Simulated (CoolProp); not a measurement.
Propyne along the isobar 13.2 MPa: density (kg/m³) from the reference equation and from simpler models built on Tc = 402.7 K, pc = 5.658 MPa, ω = 0.204; each cubic takes its own stable root.

The numbers come from the reference Helmholtz-energy equation of state, Polt 1992 in CoolProp. This equation is an older, rougher fit; its heat capacities, sound speeds and derivatives of the liquid may be far off and weren't checked against measurements.

```tsv
T (K)	phase	reference	van der Waals	Redlich-Kwong	Soave-Redlich-Kwong	Peng-Robinson
334.8	liquid	576.8	379.7	517.3	529.5	596.6
342.7	liquid	564.9	374.2	505.9	517.5	582.8
350.5	liquid	___	368.6	494.2	505.0	568.4
358.4	liquid	540.0	362.8	482.0	491.8	___
366.3	liquid	526.8	___	469.3	478.0	536.9
374.2	liquid	513.0	350.6	456.2	463.5	519.9
382.1	liquid	498.5	344.2	442.5	448.2	501.9
390	liquid	483.3	337.6	428.4	432.2	482.9
397.9	liquid	467.1	330.8	413.7	415.2	462.8
405.8	supercritical	449.9	___	398.4	397.4	441.5
```

### Question
What belongs in the gaps?

### Answer

- 350.5, reference: 552.7
- 358.4, Peng-Robinson: 553.1
- 366.3, van der Waals: 356.8
- 405.8, van der Waals: 323.7
